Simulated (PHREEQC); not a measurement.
Synthetic water in mg/kgw, 20 °C, pH 2.34, pe 8.1: Na 274; K 160; Ca 29.7; Mg 107; Cl 309; S(6) as SO4 1300; Cu(2) 21.7; B 0.491; Sr 5.88.

Cl is adjusted to close the charge balance.
Valence states are taken as typed.

Equilibrium calculation in PHREEQC: ion-association model, phreeqc.dat.

| Quantity | Value |
|---|---|
| ionic strength | 0.0416 mol/kgw |
| specific conductance | 3980 µS/cm |
| total alkalinity | -7.48 meq/kg |

```json
[
 {"species": "Na+", "molality": "0.0117", "activity": "0.00975", "log γ": "-0.078"},
 {"species": "SO4-2", "molality": "0.00926", "activity": "0.00452", "log γ": "-0.311"},
 {"species": "Cl-", "molality": "0.00752", "activity": "0.00622", "log γ": "-0.082"},
 {"species": "H+", "molality": "0.00530", "activity": "0.00457", "log γ": "-0.064"},
 {"species": "K+", "molality": "0.00398", "activity": "0.00329", "log γ": "-0.083"},
 {"species": "Mg+2", "molality": "0.00300", "activity": "0.00153", "log γ": "-0.293"},
 {"species": "HSO4-", "molality": "0.00217", "activity": "0.00181", "log γ": "-0.079"},
 {"species": "MgSO4", "molality": "0.00140", "activity": "0.00142", "log γ": "0.004"},
 {"species": "Ca+2", "molality": "0.000531", "activity": "0.000265", "log γ": "-0.303"},
 {"species": "NaSO4-", "molality": "0.000255", "activity": "0.000214", "log γ": "-0.076"},
 {"species": "Cu+2", "molality": "0.000235", "activity": "0.000119", "log γ": "-0.295"}
]
```

Precipitation was switched off in this run.
